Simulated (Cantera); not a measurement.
An adiabatic, constant-pressure homogeneous reactor starts with CO : H2 : O2 : N2 = 1 : 0.13 : 0.377 : 1.42 (molar parts), equivalence ratio 1.5, at 1423 K and 5.00 bar.

Computed with Cantera and GRI-Mech 3.0 (53 species, 325 reactions). The hydrogen kinetics of GRI-Mech 3.0 are dated; newer H2 mechanisms differ, most at raised pressure.

x: mole fraction; the columns are a selection and need not sum to one.

| t (s) | T (K) | x CO | x H2 | x O2 | x N2O | x H | x HO2 |
|---|---|---|---|---|---|---|---|
| 2.00e-6 | 1423 | 0.342 | 0.0444 | 0.129 | 1.29e-11 | 3.20e-6 | 1.16e-6 |
| 5.79e-6 | 1447 | 0.339 | 0.0384 | 0.124 | … | 0.00276 | 0.000152 |
| 1.68e-5 | 2408 | 0.219 | 0.00651 | 0.0347 | … | 0.0160 | 1.24e-5 |
| 4.85e-5 | 2824 | 0.191 | 0.00514 | 0.0215 | … | 0.00563 | 5.36e-6 |
| 0.000140 | 2928 | 0.182 | 0.00476 | 0.0159 | 8.72e-7 | 0.00395 | 4.91e-6 |
| 0.000406 | 2920 | 0.182 | 0.00483 | 0.0145 | 9.19e-7 | 0.00384 | 4.53e-6 |
| 0.00118 | 2916 | 0.183 | 0.00486 | 0.0140 | 9.51e-7 | 0.00381 | 4.37e-6 |
| 0.00340 | 2916 | 0.183 | 0.00486 | 0.0140 | 9.53e-7 | 0.00380 | 4.37e-6 |
| 0.00985 | 2916 | 0.183 | 0.00486 | 0.0140 | 9.53e-7 | 0.00380 | 4.37e-6 |
| 0.0285 | 2916 | 0.183 | 0.00486 | 0.0140 | 9.53e-7 | 0.00380 | 4.37e-6 |
| 0.0825 | 2916 | 0.183 | 0.00486 | 0.0140 | 9.53e-7 | 0.00380 | 4.37e-6 |
| 0.239 | 2916 | 0.183 | 0.00486 | 0.0140 | 9.53e-7 | 0.00380 | 4.37e-6 |
| 0.691 | 2916 | 0.183 | 0.00486 | 0.0140 | 9.53e-7 | 0.00380 | 4.37e-6 |
| 2.00 | 2916 | 0.183 | 0.00486 | 0.0140 | 9.53e-7 | 0.00380 | 4.37e-6 |

Task: Some entries are withheld; supply them.

Result: 
- 5.79e-6, x N2O: 1.31e-8
- 1.68e-5, x N2O: 5.52e-7
- 4.85e-5, x N2O: 7.46e-7
